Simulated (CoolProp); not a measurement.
A single-stage vapour-compression cycle with ethane: evaporating at 195.15 K (dew point), condensing at 263.15 K (bubble point), superheat 5 K, subcooling 2 K, compressor efficiency 0.65, no pressure losses. Each further row changes one setting.

The numbers come from the reference Helmholtz-energy equation of state, Bücker 2006 in CoolProp.

| case | cooling COP | pressure ratio | discharge temperature (K) | refrigerating effect (kJ/kg) | volumetric capacity (kJ/m³) |
|---|---|---|---|---|---|
| as stated | 1.28 | 10.7 | 352.8 | 300 | 985 |
| evaporating temperature 200.15 K | 1.45 | 8.50 | 343.8 | 306 | 1250 |
| condensing temperature 258.15 K | 1.44 | … | 343.9 | 316 | 1040 |
| subcooling 7 K | … | 10.7 | 352.8 | 316 | 1040 |
| superheat 15 K | … | 10.7 | 365.8 | 315 | 978 |
| compressor efficiency 0.55 | 1.08 | 10.7 | 372.6 | 300 | 985 |

**Question.** Fill in the missing entries.

**Answer.** 
- condensing temperature 258.15 K, pressure ratio: 9.40
- subcooling 7 K, cooling COP: 1.34
- superheat 15 K, cooling COP: 1.27
